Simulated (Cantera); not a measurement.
An adiabatic, constant-pressure homogeneous reactor starts with CH₄ : O₂ : N₂ : H₂O = 1 : 2.15 : 8.09 : 0.25 (molar parts), equivalence ratio 0.93, at 1198 K and 1.01 bar. Integrator tolerance rtol = 1e-08.

Computed with Cantera and GRI-Mech 3.0 (53 species, 325 reactions).

**Question.** What does this change do: 0.85 parts CO2 added?

**Answer.** 
```
quantity                                                              before                                      after
---------------------------------  -----------------------------------------  -----------------------------------------
time of steepest temperature rise                                    47.5 ms                                    53.1 ms
temperature at 1.00 s                                                 2574 K                                     2469 K
equilibrium temperature                                               2574 K                                     2469 K
x(CH₄) at 1.00 s                       <1e-12 (gas-phase equilibrium <1e-12)      <1e-12 (gas-phase equilibrium <1e-12)
x(O₂) at 1.00 s                        0.0213 (gas-phase equilibrium 0.0213)      0.0216 (gas-phase equilibrium 0.0216)
x(H₂O) at 1.00 s                         0.173 (gas-phase equilibrium 0.173)        0.167 (gas-phase equilibrium 0.167)
x(CH₂O) at 1.00 s                  9.25e-11 (gas-phase equilibrium 9.25e-11)  6.05e-11 (gas-phase equilibrium 6.05e-11)
x(CO₂) at 1.00 s                       0.0621 (gas-phase equilibrium 0.0621)        0.121 (gas-phase equilibrium 0.121)
x(NO) at 1.00 s                      0.00776 (gas-phase equilibrium 0.00776)    0.00631 (gas-phase equilibrium 0.00631)
```

**Question.** What does this change do: initial temperature 1198 to 1673 K?

**Answer.** 
| quantity | before | after |
|---|---|---|
| time of steepest temperature rise | 47.5 ms | 0.263 ms |
| temperature at 1.00 s | 2574 K | 2756 K |
| equilibrium temperature | 2574 K | 2756 K |
| x(CH₄) at 1.00 s | <1e-12 (gas-phase equilibrium <1e-12) | <1e-12 (gas-phase equilibrium <1e-12) |
| x(O₂) at 1.00 s | 0.0213 (gas-phase equilibrium 0.0213) | 0.0266 (gas-phase equilibrium 0.0266) |
| x(H₂O) at 1.00 s | 0.173 (gas-phase equilibrium 0.173) | 0.154 (gas-phase equilibrium 0.154) |
| x(CH₂O) at 1.00 s | 9.25e-11 (gas-phase equilibrium 9.25e-11) | 2.56e-10 (gas-phase equilibrium 2.56e-10) |
| x(CO₂) at 1.00 s | 0.0621 (gas-phase equilibrium 0.0621) | 0.0471 (gas-phase equilibrium 0.0471) |
| x(NO) at 1.00 s | 0.00776 (gas-phase equilibrium 0.00776) | 0.0114 (gas-phase equilibrium 0.0114) |

**Question.** What does this change do: pressure from 1.01 bar to 1.30 bar?

**Answer.** 
```json
[
 {"quantity": "time of steepest temperature rise", "before": "47.5 ms", "after": "38.1 ms"},
 {"quantity": "temperature at 1.00 s", "before": "2574 K", "after": "2587 K"},
 {"quantity": "equilibrium temperature", "before": "2574 K", "after": "2587 K"},
 {"quantity": "x(CH₄) at 1.00 s", "before": "<1e-12 (gas-phase equilibrium <1e-12)", "after": "<1e-12 (gas-phase equilibrium <1e-12)"},
 {"quantity": "x(O₂) at 1.00 s", "before": "0.0213 (gas-phase equilibrium 0.0213)", "after": "0.0208 (gas-phase equilibrium 0.0208)"},
 {"quantity": "x(H₂O) at 1.00 s", "before": "0.173 (gas-phase equilibrium 0.173)", "after": "0.174 (gas-phase equilibrium 0.174)"},
 {"quantity": "x(CH₂O) at 1.00 s", "before": "9.25e-11 (gas-phase equilibrium 9.25e-11)", "after": "1.10e-10 (gas-phase equilibrium 1.10e-10)"},
 {"quantity": "x(CO₂) at 1.00 s", "before": "0.0621 (gas-phase equilibrium 0.0621)", "after": "0.0629 (gas-phase equilibrium 0.0629)"},
 {"quantity": "x(NO) at 1.00 s", "before": "0.00776 (gas-phase equilibrium 0.00776)", "after": "0.00784 (gas-phase equilibrium 0.00784)"}
]
```
